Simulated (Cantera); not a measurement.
**MgCO₃ + O₂ + CO₂ + SO₃ (roasting and sulfation)**

Input: 1 mol MgCO₃, a varied amount of O₂, 0.77 mol CO₂, 3 mol SO₃, held at 1148.15 K and 36.0 mbar.

Method: chemical equilibrium by Gibbs-energy minimisation in Cantera with the NASA 1993 tables (ideal gas, pure condensed phases). Candidate condensed phases: C, Mg, MgCO₃, MgO, MgS, MgSO₄, S; 26 gas species. Mutual solubility and eutectic melting of coexisting phases are not modelled. Rates play no part.

```tsv
n(O₂) (mol)	x O₂	x SO₂	x CO₂	x SO₃	x O	x CO	n MgSO₄(s)	n MgO(s)
0.84	0.323	0.344	0.318	0.0148	2.39e-8	1.44e-8	1.00	0
1.6	0.404	0.302	0.280	0.0145	2.67e-8	1.13e-8	1.00	0
2.3	0.463	0.271	0.252	0.0139	2.86e-8	9.51e-9	1.00	0
3.1	0.518	0.243	0.226	0.0132	3.02e-8	8.08e-9	1.00	0
3.8	0.557	0.222	0.208	0.0126	3.13e-8	7.15e-9	1.00	0
4.6	0.595	0.203	0.190	0.0118	3.24e-8	6.32e-9	1.00	0
5.3	0.624	0.188	0.177	0.0113	3.31e-8	5.75e-9	1.00	0
6	0.648	0.176	0.165	0.0107	3.38e-8	5.27e-9	1.00	0
6.8	0.672	0.165	0.153	0.0102	3.44e-8	4.80e-9	0.982	0.0184
7.5	0.684	0.163	0.142	0.0102	3.47e-8	4.41e-9	0.843	0.157
8.3	0.697	0.162	0.131	0.0102	3.50e-8	4.04e-9	0.683	0.317
9	0.706	0.161	0.123	0.0102	3.53e-8	3.76e-9	0.543	0.457
```
x: gas mole fraction; n: condensed amount in mol.

From 0.84 mol O₂ to 6 mol O₂ the condensed part is MgSO₄(s). From 6.8 mol O₂ to 9 mol O₂ the condensed part is MgO(s) + MgSO₄(s).
